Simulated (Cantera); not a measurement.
A perfectly stirred reactor is fed with 28.4 % H2, 45.9 % O2, 25.7 % N2, at 0.197 atm; it is held at 975 K, and followed from long to short residence time.

Model: the H2/O2 subset of GRI-Mech 3.0, which has no nitrogen chemistry, integrated in Cantera. The temperature is held fixed by assumption; the heat of reaction is taken as removed at once.

x: mole fraction; the columns are a selection and need not sum to one.

```csv
τ (s),x H2,x O2,x H,x H2O2,x OH,x HO2
2.9,0.00592,0.371,1.17e-6,0.000106,5.93e-6,5.68e-5
0.97,0.00939,0.372,3.34e-6,0.000126,1.10e-5,7.92e-5
0.32,[?],0.373,[?],[?],[?],[?]
0.10,0.0157,0.374,3.13e-5,4.99e-5,6.27e-5,0.000113
0.034,0.0210,0.375,9.09e-5,2.90e-5,0.000136,0.000129
0.011,0.0302,0.378,0.000276,1.72e-5,0.000283,0.000146
0.0037,0.0443,0.382,0.000794,1.13e-5,0.000544,0.000158
0.0012,[?],0.389,[?],[?],[?],0.000164
0.00039,0.101,0.398,0.00633,7.15e-6,0.00171,0.000158
```

### Question
Fill in the missing entries.

### Answer

- 0.32, x H2: 0.0122
- 0.32, x H: 9.89e-6
- 0.32, x H2O2: 8.99e-5
- 0.32, x OH: 2.53e-5
- 0.32, x HO2: 9.72e-5
- 0.0012, x H2: 0.0669
- 0.0012, x H: 0.00231
- 0.0012, x H2O2: 8.52e-6
- 0.0012, x OH: 0.00101
